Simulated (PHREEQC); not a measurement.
Solution (73 °C): 0.01 mol CuSO4 per kg of water. Closed to the air; pH follows from the charge balance.

Computed with PHREEQC (ion-association model, phreeqc.dat).

Each row changes one thing in this solution. This is a speciation only: nothing precipitates in the calculation.

```json
[
 {"case": "as made", "pH": "4.42", "ionic strength (mol/kgw)": "0.0268"},
 {"case": "CuSO4 from 0.01 to 0.05 mol/kgw", "pH": "4.18", "ionic strength (mol/kgw)": "___"},
 {"case": "CuSO4 replaced by KHSO4 at the same molality", "pH": "2.33", "ionic strength (mol/kgw)": "0.0198"},
 {"case": "CuSO4 replaced by Al2(SO4)3 at the same molality", "pH": "3.50", "ionic strength (mol/kgw)": "0.0391"},
 {"case": "0.0073 mol/kgw KBr added", "pH": "4.42", "ionic strength (mol/kgw)": "0.0347"},
 {"case": "CuSO4 replaced by Cu(NO3)2 at the same molality", "pH": "___", "ionic strength (mol/kgw)": "0.0300"}
]
```

**Question.** Fill in the missing entries.

**Answer.** 
- CuSO4 from 0.01 to 0.05 mol/kgw, ionic strength (mol/kgw): 0.108
- CuSO4 replaced by Cu(NO3)2 at the same molality, pH: 4.20

Complexes and solids missing from the database can't appear. Some of these states are supersaturated (in Gibbsite (slow to form), for instance). At this temperature some constants are extrapolated from 25 °C, and those without enthalpy data are left unchanged.
